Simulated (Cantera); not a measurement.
Feed: 1 mol MgO, 0.68 mol H₂S, 8.3 mol N₂, equilibrated at 1350 K and 100 Torr.

Method: chemical equilibrium by Gibbs-energy minimisation in Cantera with the NASA 1993 tables (ideal gas, pure condensed phases). Candidate condensed phases: H₂O, H₂SO₄, Mg, MgO, Mg(OH)₂, MgS, MgSO₄, S; 43 gas species. Mutual solubility and eutectic melting of coexisting phases are not modelled. Rates play no part.

Base state: N₂ 0.902, H₂ 0.0486, S₂ 0.0242, H₂S 0.0225, H₂O 0.00266, SH 0.000287 (mole fractions); condensed: MgO(s) + MgS(s).

**Question.** What changes in the equilibrium state with this change: MgO replaced by Fe₂O₃?

**Answer.** 
```tsv
species	before	after
N₂	0.902	0.886
H₂O	0.00266	0.0657
SO₂	7.97e-7	0.0292
H₂	0.0486	0.00521
H₂S	0.0225	0.00166
S₂	0.0242	0.0116
SO	1.70e-6	0.000270
S₂O	1.71e-6	0.000188
SH	0.000287	6.48e-5
MgO(s), mol	0.975	0
MgS(s), mol	0.0245	0
FeO(s), mol	0	1.83
FeS(s), mol	0	0.167
```
Metal and sulfide melt together well below either melting point, which pure phases cannot show. The tables' stoichiometric FeO is somewhat more stable than real wüstite, so its field is too wide. FeO, FeS: taken at fixed stoichiometry. Further candidate phases: Fe, FeO, Fe(OH)₂, Fe(OH)₃, FeS, FeSO₄, FeS₂, Fe₂O₃, Fe₂(SO₄)₃, Fe₃O₄.

**Question.** What changes in the equilibrium state with this change: temperature from 1350 K to 1150 K?

**Answer.** 
| species | before | after |
|---|---|---|
| N₂ | 0.902 | 0.911 |
| H₂S | 0.0225 | 0.0424 |
| H₂ | 0.0486 | 0.0291 |
| S₂ | 0.0242 | 0.0146 |
| SH | 0.000287 | 5.44e-5 |
| H₂O | 0.00266 | 0.00300 |
| MgO(s), mol | 0.975 | 0.973 |
| MgS(s), mol | 0.0245 | 0.0274 |
Gases not in the tables: S₃ to S₇.
